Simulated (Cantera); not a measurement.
Charge: 1 mol CaCl₂, 0.4 mol H₂, a varied amount of N₂, equilibrated at 7.50 Torr.

These are equilibrium values from Cantera (NASA tables, ideal gas, pure condensed phases), not measurements of a reactor. Candidate condensed phases: Ca, CaCl₂, NH₄Cl; 16 gas species. The numbers say what is thermodynamically allowed, not how fast it happens.

Stable condensed phases, one row left out:

```
T in K \ n(N₂) in mol
         0.28 0.87  2.7  8.1   25   75  230
   1473     A    A    A    B    B    B    B
   1448     A    A    A    A    B    B    B
   1423     A    A    A    A    B    B    B
   1373     A    A    A    A    A    B    B
   1348     A    A    A    A    A    B    B
   1323     A    A    A    A    A    A    B
   1298     A    A    A    A    A    A    B
   1273     A    A    A    A    A    A    A
   1248     A    A    A    A    A    A    A
```

A: CaCl₂; B: gas only.

Task: Give the row for 1398 K.

Result: 0.28: CaCl₂; 0.87: CaCl₂; 2.7: CaCl₂; 8.1: CaCl₂; 25: CaCl₂; 75: gas only; 230: gas only.
